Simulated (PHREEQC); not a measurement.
# Reverse-osmosis reject (model solution)

Synthetic water in mg/kgw, 25 °C, pH 7.32, pe 12.6: Na 1740; K 762; Ca 34.6; Mg 10.7; Cl 2760; S(6) as SO4 953; Alkalinity as HCO3 0.888; Si as SiO2 90.1; Br 2.63; Sr 6.41.

Valence states are taken as typed.

Computed with PHREEQC (ion-association model, wateq4f.dat).

No solid was allowed to form.

**Question.** What charge-balance error does the model give?

**Answer.** charge-balance error 0.1 %.

**Question.** In which forms is C present?

**Answer.** HCO3- 90 %, CO2 7.4 %, NaHCO3 2.2 % of the C.

Examples of supersaturated solids here: Quartz (slow to form), Chalcedony (slow to form). Others may be too. Complexes and solids missing from the database can't appear.
